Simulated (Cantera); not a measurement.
Input (Python, Cantera) and output of one run.

```python
import numpy as np
import cantera as ct

gas_names = """
    C CO CO2 C2 C2O C3 C3O2 C4 C5 Cu CuO Cu2 O O2 O3
""".split()
cond_names = """
    C(gr) Cu(cr) Cu(L) CuO(s) Cu2O(s) Cu2O(L)
""".split()


# ... load() reads the species with a 1 bar reference pressure and builds the phases ...
atoms = {
    'Cu2O': {'Cu': 2, 'O': 1},
    'C': {'C': 1},
    'CO': {'C': 1, 'O': 1},
}
top_T = {'C(gr)': 4500, 'CuO(s)': 1390}  # K; cautious upper limits of use, not melting points


# ... equilibrate(T, P, feed) seeds the gas with the atoms and calls Mixture.equilibrate('TP', solver="vcs", rtol=1e-11, max_steps=5000) ...
results = []
feed = {'Cu2O': 1, 'C': 1.8, 'CO': 0.039}  # mol
P = 8000  # Pa
for T in [1225, 1275, 1325, 1375, 1425, 1475, 1525, 1575, 1625]:
    mix = equilibrate(T, P, feed)
    results.append((T, P, feed, dict(zip(mix.species_names, mix.species_moles))))
    x = sorted(zip(gas.X, gas.species_names), reverse=True)
    print(f"T = {T:g} K  P = {P:g} Pa  gas = {mix.phase_moles(0):.4g} mol")
    print("   x: " + "  ".join(f"{s} {v:.3e}" for v, s in x if v > 0.001))
    print("   condensed (mol): " + ("  ".join(f"{mix.phase(i).name} {mix.phase_moles(i):.4g}"
          for i in range(1, mix.n_phases) if mix.phase_moles(i) > 1e-12) or "none"))
```

It prints:

```
T = 1225 K  P = 8000 Pa  gas = 1.038 mol
   x: CO 9.989e-01  CO2 1.069e-03
   condensed (mol): C(gr) 0.8011  Cu(cr) 2
T = 1275 K  P = 8000 Pa  gas = 1.038 mol
   x: CO 9.994e-01
   condensed (mol): C(gr) 0.8006  Cu(cr) 2
T = 1325 K  P = 8000 Pa  gas = 1.039 mol
   x: CO 9.997e-01
   condensed (mol): C(gr) 0.8003  Cu(cr) 2
T = 1375 K  P = 8000 Pa  gas = 1.039 mol
   x: CO 9.998e-01
   condensed (mol): C(gr) 0.8002  Cu(L) 2
T = 1425 K  P = 8000 Pa  gas = 1.039 mol
   x: CO 9.999e-01
   condensed (mol): C(gr) 0.8001  Cu(L) 2
T = 1475 K  P = 8000 Pa  gas = 1.039 mol
   x: CO 9.999e-01
   condensed (mol): C(gr) 0.8001  Cu(L) 2
T = 1525 K  P = 8000 Pa  gas = 1.039 mol
   x: CO 9.998e-01
   condensed (mol): C(gr) 0.8  Cu(L) 2
T = 1575 K  P = 8000 Pa  gas = 1.039 mol
   x: CO 9.996e-01
   condensed (mol): C(gr) 0.8  Cu(L) 2
T = 1625 K  P = 8000 Pa  gas = 1.04 mol
   x: CO 9.993e-01
   condensed (mol): C(gr) 0.8  Cu(L) 1.999
```

Equilibrium computed with Cantera from the NASA thermochemical tables; the gas is ideal and each condensed phase is pure.
